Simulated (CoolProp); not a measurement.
Vapour-liquid equilibrium of methanol (1) + ethanol (2) at 0.0206 MPa; x and y are mole fractions of (1).

Values from CoolProp's multi-fluid Helmholtz-energy mixture model, de Reuck 1993 and Schroeder 2014; pair parameters Bell 2016.

```csv
x,"bubble temperature, mixture model (K)","bubble temperature, Raoult's law (K)","y, mixture model","y, Raoult's law"
0.05,314.9,315.0,0.095,0.094
0.15,313.2,313.2,0.258,0.259
0.25,311.6,311.6,0.394,0.400
0.35,310.1,310.0,0.511,0.521
0.45,308.7,308.6,0.614,0.625
0.55,307.4,307.2,0.706,0.715
0.65,306.1,305.9,0.788,0.793
0.75,304.9,304.7,0.860,0.862
0.85,303.7,303.5,0.923,0.922
0.95,302.5,302.4,0.976,0.976
```

The largest gap from Raoult's law is +0.2 K in bubble temperature, at x = 0.65. No azeotrope shows between x = 0.05 and 0.95.

Pair parameters are fitted to limited data, so mixtures are less certain than the pure fluids.
